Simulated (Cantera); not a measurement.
Feed: 1 mol CH2F2, 0.52 mol H2, equilibrated at 10000 Pa.

Cantera equilibrium calculation (NASA polynomials, part measured and part estimated; ideal gas, pure solids and liquids). Candidate condensed phases: C, C6H6, C7H8, C8H18; 110 gas species. Ions and electrons are included (thermal ionisation). The numbers say what is thermodynamically allowed, not how fast it happens.

Task: Which condensed phases are stable at each of these points (T (K)): 3000, 3250, 3500, 3750, 4000, 4250, 4500, 4750, 5000?

Result: 
```
T (K)  condensed phases  C condensed (%)
-----  ----------------  ---------------
3000        C(graphite)             92.0
3250        C(graphite)             50.0
3500           gas only              0.0
3750           gas only              0.0
4000           gas only              0.0
4250           gas only              0.0
4500           gas only              0.0
4750           gas only              0.0
5000           gas only              0.0
```

From 3000 K to 3250 K the condensed part is C(graphite). From 3500 K to 5000 K nothing is condensed.
